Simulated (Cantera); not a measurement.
Charge: 1 mol Hg, 1.9 mol O2, 1.9 mol H2, at 1.00 bar.

These are equilibrium values from Cantera (NASA tables, ideal gas, pure condensed phases), not measurements of a reactor. Candidate condensed phases: H2O, Hg, HgO; 10 gas species. Rates play no part.

Q: Which condensed phases are stable at each of these points (T (K)): 550, 650, 750, 850, 950, 1050, 1150, 1250, 1350, 1450, 1550?

A: 
| T (K) | condensed phases | Hg condensed (%) |
|---|---|---|
| 550 | HgO(s) | 99.9 |
| 650 | HgO(s) | 84.0 |
| 750 | gas only | 0.0 |
| 850 | gas only | 0.0 |
| 950 | gas only | 0.0 |
| 1050 | gas only | 0.0 |
| 1150 | gas only | 0.0 |
| 1250 | gas only | 0.0 |
| 1350 | gas only | 0.0 |
| 1450 | gas only | 0.0 |
| 1550 | gas only | 0.0 |

From 550 K to 650 K the condensed part is HgO(s). From 750 K to 1550 K nothing is condensed.
